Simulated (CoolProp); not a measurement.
Vapour-liquid equilibrium of R143a (1) + n-butane (2) at 3.35 °C; x and y are mole fractions of (1).

Model: multi-fluid Helmholtz-energy mixture model, Lemmon and Jacobsen 2000 and Bücker 2006; pair parameters Bell 2016, in CoolProp.

| x | bubble pressure (MPa) | y at the bubble point | dew pressure at overall composition x (MPa) | liquid density (mol/L) |
|---|---|---|---|---|
| 0.05 | 0.2202 | 0.473 | 0.1231 | 10.33 |
| 0.15 | 0.3597 | (withheld) | 0.1376 | 10.44 |
| 0.25 | 0.4420 | 0.756 | 0.1558 | (withheld) |
| 0.35 | 0.4931 | 0.790 | 0.1794 | 10.67 |
| 0.45 | 0.5288 | 0.814 | 0.2111 | 10.80 |
| 0.55 | 0.5582 | 0.834 | 0.2561 | 10.96 |
| 0.65 | 0.5861 | (withheld) | 0.3240 | 11.13 |
| 0.75 | 0.6147 | 0.883 | 0.4334 | 11.34 |
| 0.85 | 0.6444 | 0.918 | 0.5792 | 11.59 |
| 0.95 | 0.6736 | 0.968 | 0.6644 | 11.88 |

### Question
Fill in the missing entries.

### Answer

- 0.15, y at the bubble point: 0.688
- 0.25, liquid density (mol/L): 10.55
- 0.65, y at the bubble point: 0.856

No azeotrope shows between x = 0.05 and 0.95.

The pair parameters rest on a limited set of measurements; away from them the model extrapolates. With so large a gap from Raoult's law the liquid may split in two, which this calculation doesn't test in full.
